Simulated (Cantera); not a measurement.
Input: 1 mol PH3, 4.6 mol H2, 0.14 mol O2, at 875 °C and 13300 Pa.

Equilibrium computed with Cantera from the NASA thermochemical tables; the gas is ideal and each condensed phase is pure. Candidate condensed phases: H2O, P, P4O10; 17 gas species. Gases not in the tables: HPO2, HPO3 and P4O6. Rates play no part.

Base state: H2 0.904, H2O 0.0435, P2 0.0267, P4 0.0255, PH3 7.66e-5, PO 1.43e-5 (mole fractions); condensed: gas only.

Question: What changes in the equilibrium state with this change: pressure from 13300 Pa to 24.0 Pa?

Answer: 
```tsv
species	before	after
H2	0.904	0.883
P2	0.0267	0.0747
H2O	0.0435	0.0415
P4	0.0255	0.000358
PH3	7.66e-5	2.22e-7
PO	1.43e-5	0.000552
PO2	4.43e-6	0.000167
```
